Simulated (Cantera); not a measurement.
Mixture: 9.62 % CH3OH, 19.0 % O2, 71.4 % N2, at 1.78 atm, adiabatic and at constant volume. Ignition delay is the time to a rise of 400 K.

Computed with Cantera and GRI-Mech 3.0 (53 species, 325 reactions). GRI-Mech 3.0 was tuned for natural gas; its chemistry of methanol as a main component is partial and can be far from experiment.

**Question.** Predict: delay at 1150 K; delay at 1350 K; delay at 1550 K; delay at 1750 K; apparent activation energy between 1650 and 1850 K.

**Answer.** 
```
Quantity                                                Result
--------------------------------------------------  ----------
delay at 1150 K                                        14.1 ms
delay at 1350 K                                       0.674 ms
delay at 1550 K                                        82.5 µs
delay at 1750 K                                        18.5 µs
apparent activation energy between 1650 and 1850 K  170 kJ/mol
```
